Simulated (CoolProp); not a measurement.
Vapour-liquid equilibrium of n-hexane (1) + m-xylene (2) at 0.00478 MPa; x and y are mole fractions of (1).

Computed with CoolProp (multi-fluid Helmholtz-energy mixture model, Thol 2019 and Zhou 2012; pair parameters Bell 2016).

| x | bubble temperature, mixture model (°C) | bubble temperature, Raoult's law (°C) | y, mixture model | y, Raoult's law |
|---|---|---|---|---|
| 0.05 | 41.6 | 42.5 | 0.453 | 0.429 |
| 0.125 | 29.1 | 31.7 | 0.743 | 0.701 |
| 0.2 | 20.4 | 24.3 | 0.859 | 0.820 |
| 0.275 | … | 18.9 | 0.913 | 0.882 |
| 0.35 | 9.8 | 14.5 | 0.941 | 0.919 |
| 0.425 | 6.5 | 11.0 | 0.958 | 0.943 |
| 0.5 | … | 8.1 | 0.968 | 0.959 |
| 0.575 | 2.3 | 5.5 | … | 0.971 |
| 0.65 | 0.9 | 3.3 | 0.980 | 0.979 |
| 0.725 | -0.3 | 1.4 | 0.984 | 0.986 |
| 0.8 | -1.4 | -0.4 | 0.988 | 0.991 |
| 0.875 | -2.4 | -2.0 | … | 0.995 |
| 0.95 | -3.5 | -3.4 | … | 0.998 |

Problem. Some entries are withheld; supply them.

Solution. 
- 0.275, bubble temperature, mixture model (°C): 14.3
- 0.5, bubble temperature, mixture model (°C): 4.1
- 0.575, y, mixture model: 0.975
- 0.875, y, mixture model: 0.992
- 0.95, y, mixture model: 0.996

The largest gap from Raoult's law is -4.7 K in bubble temperature, at x = 0.35. No azeotrope shows between x = 0.05 and 0.95.

The pair parameters rest on a limited set of measurements; away from them the model extrapolates.
